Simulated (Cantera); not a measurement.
CCl₄ + H₂ (fluorocarbon and chlorocarbon gases)

Charge: 1 mol CCl₄, 3.7 mol H₂, equilibrated at 0.105 Torr.

These are equilibrium values from Cantera (NASA tables, ideal gas, pure condensed phases), not measurements of a reactor. Candidate condensed phases: C, C₆H₆, C₇H₈, C₈H₁₈; 91 gas species. The numbers say what is thermodynamically allowed, not how fast it happens.

From 1323 K to 2023 K the condensed part is C(graphite). The main C-bearing gas is C₂H₂ (acetylene) throughout.

| T (K) | x HCl | x H₂ | x Cl | x H | x C₂H₂ (acetylene) | x Cl₂ | x C₂HCl | x C₂H | n C(graphite) |
|---|---|---|---|---|---|---|---|---|---|
| 1323 | 0.702 | 0.298 | 0.000144 | 7.32e-5 | 2.46e-7 | 1.27e-8 | 1.80e-10 | <1e-12 | 1.000 |
| 1423 | 0.701 | 0.298 | 0.000590 | 0.000307 | 1.02e-6 | 4.26e-8 | 1.28e-9 | 1.20e-12 | 1.000 |
| 1523 | 0.699 | 0.298 | 0.00201 | 0.00107 | 3.52e-6 | 1.22e-7 | 6.99e-9 | 2.73e-11 | 1.000 |
| 1623 | 0.693 | 0.298 | 0.00584 | 0.00319 | 1.04e-5 | 3.02e-7 | 3.08e-8 | 4.22e-10 | 1.000 |
| 1723 | 0.679 | 0.298 | 0.0148 | 0.00841 | 2.70e-5 | 6.58e-7 | 1.13e-7 | 4.74e-9 | 1.000 |
| 1823 | 0.650 | 0.297 | 0.0333 | 0.0200 | 6.28e-5 | 1.26e-6 | 3.48e-7 | 4.07e-8 | 0.999 |
| 1923 | 0.597 | 0.293 | 0.0661 | 0.0431 | 0.000132 | 2.07e-6 | 9.13e-7 | 2.77e-7 | 0.998 |
| 2023 | 0.516 | 0.283 | 0.116 | 0.0854 | 0.000253 | 2.88e-6 | 2.03e-6 | 1.54e-6 | 0.997 |
x: gas mole fraction; n: condensed amount in mol.
